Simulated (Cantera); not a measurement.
**Equilibrium for roasting and sulfation: MgCO3 + SO3 + CO2**

Input: 1 mol MgCO3, 1.5 mol SO3, 0.057 mol CO2, held at 660 Torr.

Equilibrium computed with Cantera from the NASA thermochemical tables; the gas is ideal and each condensed phase is pure. Candidate condensed phases: C, Mg, MgCO3, MgO, MgS, MgSO4, S; 26 gas species. Mutual solubility and eutectic melting of coexisting phases are not modelled. Rates play no part.

From 1075 K to 1275 K the condensed part is MgSO4(s). At 1325 K the condensed part is MgO(s) + MgSO4(s). From 1375 K to 1625 K the condensed part is MgO(s).

```csv
T (K),x CO2,x SO2,x O2,x SO3,x CO,n MgSO4(s),n MgO(s)
1075,0.602,0.227,0.114,0.0573,1.24e-9,1.00,0
1125,0.596,0.243,0.122,0.0391,4.84e-9,1.00,0
1175,0.593,0.254,0.127,0.0268,1.70e-8,1.00,0
1225,0.590,0.261,0.130,0.0186,5.41e-8,1.00,0
1275,0.589,0.265,0.133,0.0132,1.58e-7,1.00,0
1325,0.356,0.417,0.209,0.0184,2.08e-7,0.207,0.793
1375,0.322,0.442,0.221,0.0147,4.62e-7,0,1.00
1425,0.321,0.445,0.223,0.0110,1.09e-6,0,1.00
1475,0.321,0.447,0.224,0.00844,2.42e-6,0,1.00
1525,0.321,0.449,0.224,0.00657,5.11e-6,0,1.00
1575,0.320,0.450,0.225,0.00519,1.03e-5,0,1.00
1625,0.320,0.450,0.225,0.00416,1.98e-5,0,1.00
```
x: gas mole fraction; n: condensed amount in mol.
